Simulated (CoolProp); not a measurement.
Saturated liquid density (kg/m³) of ethane: the reference equation beside estimates from Tc = 32.2 °C, pc = 4.872 MPa, ω = 0.099. Rackett uses Z = 0.29056 − 0.08775 ω.

Values from CoolProp's reference Helmholtz-energy equation of state, Bücker 2006.

| T (°C) | reference | Rackett | Redlich-Kwong | Soave-Redlich-Kwong |
|---|---|---|---|---|
| -32.55 | 464.3 | 461.6 | 427.9 | 433.9 |
| -27.95 | 456.5 | 453.8 | 418.3 | 424.4 |
| -23.35 | 448.4 | 445.8 | 408.2 | 414.5 |
| -18.85 | 440.1 | 437.6 | 398.0 | 404.3 |
| -14.25 | 431.3 | 428.8 | 387.0 | 393.4 |
| -9.75 | 422.1 | 419.8 | 375.7 | 382.1 |
| -5.15 | 412.2 | 410.1 | 363.5 | 369.9 |
| -0.55 | 401.6 | 399.7 | 350.6 | 356.8 |
| 3.95 | 390.5 | 388.8 | 337.0 | 343.0 |

Absolute difference from the reference over all 9 rows, mean and median: Rackett 0.5 and 0.6 %, Redlich-Kwong 10.5 and 10.3 %, Soave-Redlich-Kwong 9.0 and 8.8 %.
